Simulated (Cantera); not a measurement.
Cantera run:

```python
import numpy as np
import cantera as ct

gas_names = """
    C CO CO2 C2 C2O C3 C3O2 C4 C5 O O2 O3
""".split()
cond_names = """
    C(gr)
""".split()


# ... load() reads the species with a 1 bar reference pressure and builds the phases ...
atoms = {
    'CO': {'C': 1, 'O': 1},
    'CO2': {'C': 1, 'O': 2},
}
top_T = {'C(gr)': 4500}  # K; cautious upper limits of use, not melting points


# ... equilibrate(T, P, feed) seeds the gas with the atoms and calls Mixture.equilibrate('TP', solver="vcs", rtol=1e-11, max_steps=5000) ...
results = []
feed = {'CO': 1, 'CO2': 0.12}  # mol
T = 2700  # K
P = 11000  # Pa
mix = equilibrate(T, P, feed)
results.append((T, P, feed, dict(zip(mix.species_names, mix.species_moles))))
x = sorted(zip(gas.X, gas.species_names), reverse=True)
print(f"T = {T:g} K  P = {P:g} Pa  gas = {mix.phase_moles(0):.4g} mol")
print("   x: " + "  ".join(f"{s} {v:.3e}" for v, s in x if v > 0.0001))
print("   condensed (mol): " + ("  ".join(f"{mix.phase(i).name} {mix.phase_moles(i):.4g}"
      for i in range(1, mix.n_phases) if mix.phase_moles(i) > 1e-12) or "none"))
```

Result:

```
T = 2700 K  P = 11000 Pa  gas = 1.125 mol
   x: CO 8.945e-01  CO2 1.008e-01  O 3.630e-03  O2 1.111e-03
   condensed (mol): none
```

Method: chemical equilibrium by Gibbs-energy minimisation in Cantera with the NASA 1993 tables (ideal gas, pure condensed phases).
